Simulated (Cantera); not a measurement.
A closed system holds: 1 mol CuO, 1.4 mol CH4, 0.014 mol CO, held at 47.0 mbar.

Cantera equilibrium calculation (NASA polynomials, part measured and part estimated; ideal gas, pure solids and liquids). Candidate condensed phases: C, C6H6, C7H8, C8H18, Cu, CuO, Cu(OH)2, Cu2O, H2O; 113 gas species. Equilibrium is a limit: real reactors are often held back by kinetics, nucleation or transport.

Q: Which condensed phases are stable at each of these points (T (K)): 1350, 1450, 1550, 1650, 1750, 1850, 1950, 2050, 2150, 2250, 2350?

A: 
```tsv
T (K)	condensed phases	Cu condensed (%)
1350	C(graphite) + Cu(s)	100.0
1450	C(graphite) + Cu(l)	100.0
1550	C(graphite) + Cu(l)	99.8
1650	C(graphite) + Cu(l)	99.3
1750	C(graphite) + Cu(l)	97.6
1850	C(graphite) + Cu(l)	92.1
1950	C(graphite) + Cu(l)	76.8
2050	C(graphite) + Cu(l)	34.8
2150	C(graphite)	0.0
2250	C(graphite)	0.0
2350	C(graphite)	0.0
```

At 1350 K the condensed part is C(graphite) + Cu(s). From 1450 K to 2050 K the condensed part is C(graphite) + Cu(l). From 2150 K to 2350 K the condensed part is C(graphite).
